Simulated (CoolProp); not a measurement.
m-xylene along the isotherm 620 K: Z from the reference equation and from simpler models built on Tc = 616.9 K, pc = 3.535 MPa, ω = 0.326; each cubic takes its own stable root.

Values from CoolProp's reference Helmholtz-energy equation of state, Zhou 2012.

```json
[
 {"p (MPa)": "0.353", "phase": "gas", "reference": "0.9634", "van der Waals": "0.9700", "Redlich-Kwong": "0.9657", "Soave-Redlich-Kwong": "0.9658"},
 {"p (MPa)": "0.707", "phase": "gas", "reference": "0.9249", "van der Waals": "0.9382", "Redlich-Kwong": "0.9297", "Soave-Redlich-Kwong": "0.9300"},
 {"p (MPa)": "1.06", "phase": "gas", "reference": "0.8844", "van der Waals": "0.9045", "Redlich-Kwong": "0.8919", "Soave-Redlich-Kwong": "0.8923"},
 {"p (MPa)": "1.41", "phase": "gas", "reference": "0.8418", "van der Waals": "0.8688", "Redlich-Kwong": "0.8521", "Soave-Redlich-Kwong": "0.8526"},
 {"p (MPa)": "1.77", "phase": "gas", "reference": "0.7946", "van der Waals": "0.8289", "Redlich-Kwong": "0.8081", "Soave-Redlich-Kwong": "0.8089"},
 {"p (MPa)": "2.12", "phase": "gas", "reference": "0.7446", "van der Waals": "0.7862", "Redlich-Kwong": "0.7615", "Soave-Redlich-Kwong": "0.7625"},
 {"p (MPa)": "2.47", "phase": "gas", "reference": "0.6890", "van der Waals": "0.7380", "Redlich-Kwong": "0.7096", "Soave-Redlich-Kwong": "0.7110"},
 {"p (MPa)": "2.83", "phase": "gas", "reference": "0.6231", "van der Waals": "0.6797", "Redlich-Kwong": "0.6477", "Soave-Redlich-Kwong": "0.6497"},
 {"p (MPa)": "3.18", "phase": "gas", "reference": "0.5441", "van der Waals": "0.6069", "Redlich-Kwong": "0.5724", "Soave-Redlich-Kwong": "0.5757"},
 {"p (MPa)": "3.53", "phase": "gas", "reference": "0.4239", "van der Waals": "0.4808", "Redlich-Kwong": "0.4509", "Soave-Redlich-Kwong": "0.4604"},
 {"p (MPa)": "3.89", "phase": "supercritical", "reference": "0.2051", "van der Waals": "0.3074", "Redlich-Kwong": "0.2675", "Soave-Redlich-Kwong": "0.2726"},
 {"p (MPa)": "4.24", "phase": "supercritical", "reference": "0.2073", "van der Waals": "0.3111", "Redlich-Kwong": "0.2653", "Soave-Redlich-Kwong": "0.2681"},
 {"p (MPa)": "4.59", "phase": "supercritical", "reference": "0.2154", "van der Waals": "0.3220", "Redlich-Kwong": "0.2718", "Soave-Redlich-Kwong": "0.2739"},
 {"p (MPa)": "4.95", "phase": "supercritical", "reference": "0.2255", "van der Waals": "0.3358", "Redlich-Kwong": "0.2813", "Soave-Redlich-Kwong": "0.2831"},
 {"p (MPa)": "5.3", "phase": "supercritical", "reference": "0.2362", "van der Waals": "0.3504", "Redlich-Kwong": "0.2919", "Soave-Redlich-Kwong": "0.2934"}
]
```
